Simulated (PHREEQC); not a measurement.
0.1 mol of Fluorite (CaF2) is brought to equilibrium with 1 kg of water holding 30 mmol/kgw NaCl, at 25 °C, the pH being set by adding NaOH or HCl. Oxygen alone is held at its pressure in air (log pO2 = -0.68). CO2 from the air is kept out. Solids allowed: Fluorite. Others were left out.

The numbers come from PHREEQC with the ion-association model, phreeqc.dat.

Q: Predict CaOH+ (mol/kgw) at pH = 8.5, 9.67, 11.42.

A: 
```
pH     CaOH+ (mol/kgw)
-----  ---------------
8.5            8.48e-9
9.67           1.25e-7
11.42          6.90e-6
```
